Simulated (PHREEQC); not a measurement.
Spent oxide etchant (model solution)

Solution (50 °C): 12.8 mmol/kgw NH4HF2, 40 mmol/kgw H2SiF6 and 7.2 mmol/kgw HBF4. Closed to the air; pH follows from the charge balance.

Equilibrium calculation in PHREEQC: ion-association model, phreeqc.dat.

```yaml
pH: 1.22
ionic_strength: 0.127 mol/kgw
density: 0.993 g/cm³
total_alkalinity: -282 meq/kg
```

```tsv
species	molality	activity	log γ
H+	0.0743	0.0601	-0.092
SiF6-2	0.0399	0.0132	-0.478
HF	0.0266	0.0274	0.013
NH4+	0.0128	0.00912	-0.147
BF4-	0.00691	0.00524	-0.120
F-	0.000259	0.000190	-0.135
BF3OH-	0.000153	0.000116	-0.120
H3BO3	0.000119	0.000123	0.013
H4SiO4	0.000115	0.000118	0.013
HF2-	2.98e-5	2.26e-5	-0.120
BF2(OH)2-	1.86e-5	1.41e-5	-0.120
```

This is a speciation only: nothing precipitates in the calculation. Constants without temperature data keep their 25 °C values here. SiF6-2 is the database's only silicon fluoride. Real BF4- forms and hydrolyses slowly; the run takes it at equilibrium.
